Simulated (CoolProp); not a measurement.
The fluid at 298.15 K and 5.06 MPa (stagnation) flows isentropically through a choked orifice. The same conditions are run with several fluids, on thermodynamics alone (safety and materials aside).

Values from CoolProp's reference Helmholtz-energy equation of state of each fluid (CF4 (R14): Platzer 1990; ethylene: Smukala 2000; carbon monoxide: Lemmon 2006; oxygen: Schmidt 1985; methane: Setzmann 1991). The equations of Platzer and Polt are older, rougher fits.

Task: Rank CF4 (R14), ethylene, carbon monoxide, oxygen, methane by throat to inlet pressure ratio, highest first.

Result: CF4 (R14) (0.578), ethylene (0.568), methane (0.540), oxygen (0.524), carbon monoxide (0.521)

```
fluid            mass flux (kg/(m² s))  throat temperature (K)
---------------  ---------------------  ----------------------
CF4 (R14)                        21200                   270.5
ethylene                         14000                   258.8
carbon monoxide                  11900                   246.0
oxygen                           12800                   246.7
methane                           9070                   254.7
```
